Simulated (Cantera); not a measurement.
Feed: 1 mol HMDSO, 0.82 mol H₂O, 15 mol N₂, 29 mol NO, at 13300 Pa.

Method: chemical equilibrium by Gibbs-energy minimisation in Cantera with the NASA 1993 tables (ideal gas, pure condensed phases). Candidate condensed phases: C, C₆H₆, C₇H₈, C₈H₁₈, H₂O, Si, SiC, SiO₂, Si₂N₂O, Si₃N₄; 151 gas species. The feed counts by its element totals alone. The numbers say what is thermodynamically allowed, not how fast it happens.

Q: At 848 K, list the 4 most abundant gas species with their mole fractions, and the condensed phases.

A: N₂ 0.617, H₂O 0.205, CO₂ 0.125, O₂ 0.0523. Condensed: SiO₂(β-quartz).
